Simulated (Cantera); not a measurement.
Standard-state values (1 bar) from the NASA 1993 polynomials, evaluated with Cantera. Values are per mole of reaction as written; species without (g) are pure solids or liquids, kept so even where they would boil at 1 bar.

2 HCl(g) + BaO + O(g) = Ba(OH)2 + 2 Cl(g), with ΔH° = -220.1 kJ and ΔS° = -169.3 J/K at 300 K.

Task: How far is the shortcut ΔG° ≈ ΔH°(300 K) − T·ΔS°(300 K) from the full temperature-dependent value at 725, 825, 925, 1025, 1125, 1225, 1325, 1425 K?

Result: 
```
T (K)  shortcut (kJ)  full (kJ)  difference (kJ)  difference in log10 K    condensed phases
-----  -------------  ---------  ---------------  ---------------------  ------------------
725            -97.4     -104.3              7.0                  -0.50  BaO(s), Ba(OH)2(l)
825            -80.4      -92.9             12.5                  -0.79  BaO(s), Ba(OH)2(l)
925            -63.5      -82.1             18.6                  -1.05  BaO(s), Ba(OH)2(l)
1025           -46.6      -71.7             25.2                  -1.28  BaO(s), Ba(OH)2(l)
1125           -29.6      -61.8             32.2                  -1.50  BaO(s), Ba(OH)2(l)
1225           -12.7      -52.3             39.6                  -1.69  BaO(s), Ba(OH)2(l)
1325             4.2      -43.1             47.3                  -1.87  BaO(s), Ba(OH)2(l)
1425            21.2      -34.1             55.3                  -2.03  BaO(s), Ba(OH)2(l)
```
The shortcut ignores heat capacities and the phase changes listed.
